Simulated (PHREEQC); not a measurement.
0.08 g of hydrous ferric oxide (600 m²/g; 0.2 weak and 0.005 strong sites per Fe, Dzombak-Morel constants, diffuse double layer) in 1 kg of water with 0.001 mol/kgw of an inert sodium salt and 0.0023 mmol/kgw NiCl2, at 25 °C; the pH is set by adding NaOH or the inert anion's acid. Oxygen alone is held at its pressure in air (log pO2 = -0.68). The system is closed to CO2. Precipitation was switched off in this run.

Base run: PHREEQC, ion-association model, wateq4f.dat. Each further column changes one thing. The table gives surface potential ψ (mV).

```csv
pH,base,background salt from 0.001 to 0.0001 mol/kgw,oxide from 0.08 to 0.4 g/kgw,5.6e-05 mol/kgw Na2SO4 added
3,233,242,232,190
3.5,225,237,224,181
4,210,223,209,162
4.5,191,203,190,141
5,169,178,169,122
5.5,145,151,145,106
6.5,92,95,92,78
7,65,66,64,60
7.5,37,37,36,36
8,8,8,7,8
8.5,-21,-22,-22,-21
9,-50,-51,-51,-50
```

The oxide is taken as insoluble; below pH 4 it would dissolve.
